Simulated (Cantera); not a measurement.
A perfectly stirred reactor is fed with CH4 : H2 : O2 : N2 = 1 : 0.47 : 1.49 : 5.6 (molar parts), at 9.87 atm; it is adiabatic with a 800 K inlet, and is followed from long to short residence time, starting on the burning branch (τ in s: 0.026, 0.015, 0.0089, 0.0052, 0.0031, 0.0018, 0.0011, 0.00062, 0.00036, 0.00021, 0.00013, 7.3e-05, 4.3e-05).

Detailed kinetics in Cantera: GRI-Mech 3.0 (53 species, 325 reactions).

One state of this run: T (K) = 2311; x CH4 = 0.00201; x H2 = 0.0775; x O2 = 0.00145; x HO2 = 8.49e-7; x C2H2 = 0.000737. x: mole fraction; the columns are a selection and need not sum to one.

Q: Which value of τ (s) does it belong to?
A. 0.0031
B. 0.0011
C. 0.00036
D. 0.026

A: C, 0.00036
